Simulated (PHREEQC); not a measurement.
A solution holds 0.29 mol NaOH and 0.0019 mol (CH3)4NCl per kg of water, at 30 °C. Closed to the air; pH follows from the charge balance.

The numbers come from PHREEQC with the ion-association model, phreeqc.dat.

No solid was allowed to form.

Question: Estimate the pH.

Answer: pH 13.13.

(CH3)4N+ isn't in the database: it is added as a free cation with an ion size of 4 Å.
